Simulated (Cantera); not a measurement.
trisilylamine + NH3 + H2 (silicon nitride deposition)

Charge: 1 mol trisilylamine, a varied amount of NH3, 0.32 mol H2, at 0.0220 bar.

Equilibrium computed with Cantera from the NASA thermochemical tables; the gas is ideal and each condensed phase is pure. Candidate condensed phases: Si, Si3N4; 18 gas species. The feed counts by its element totals alone. Mutual solubility and eutectic melting of coexisting phases are not modelled. The numbers say what is thermodynamically allowed, not how fast it happens.

Stable condensed phases:

```
T in °C \ n(NH3) in mol
         1.9 2.7 3.6 4.4 5.2   6 6.8 7.6 8.4
   1775    A   A   A   A   A   A   A   A   A
   1675    A   A   A   A   A   A   A   A   A
   1575    A   A   A   A   A   A   A   A   A
   1475    A   B   B   B   B   B   B   B   B
   1375    B   B   B   C   C   C   C   C   C
   1275    B   B   C   C   C   C   C   C   C
   1175    B   B   C   C   C   C   C   C   C
   1075    B   B   C   C   C   C   C   C   C
    975    B   B   C   C   C   C   C   C   C
    875    B   B   C   C   C   C   C   C   C
    775    B   B   C   C   C   C   C   C   C
    675    B   B   C   C   C   C   C   C   C
```

A: Si; B: Si + Si3N4; C: Si3N4.
